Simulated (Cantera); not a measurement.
Feed: 1 mol BF3, 11 mol N2, 2.6 mol H2, held at 1427 °C and 0.133 bar.

Method: chemical equilibrium by Gibbs-energy minimisation in Cantera with the NASA 1993 tables (ideal gas, pure condensed phases). Candidate condensed phases: B, BN; 31 gas species. The tables' values for BF2 are old estimates; treat these amounts as uncertain. Equilibrium is a limit: real reactors are often held back by kinetics, nucleation or transport.

Base state: N2 0.750, H2 0.168, BF3 0.0596, HF 0.0191, BF2 0.00231, BHF2 0.00126, H 0.000165, BF 0.000127 (mole fractions); condensed: BN(s).

What changes in the equilibrium state with this change: N2 from 11 to 0.29 mol?


| species | before | after |
|---|---|---|
| H2 | 0.168 | 0.641 |
| BF3 | 0.0596 | 0.231 |
| N2 | 0.750 | 0.0707 |
| HF | 0.0191 | 0.0395 |
| BHF2 | 0.00126 | 0.00901 |
| BF2 | 0.00231 | 0.00843 |
| BF | 0.000127 | 0.000439 |
| H | 0.000165 | 0.000323 |
| BN(s), mol | 0.0744 | 0.0276 |
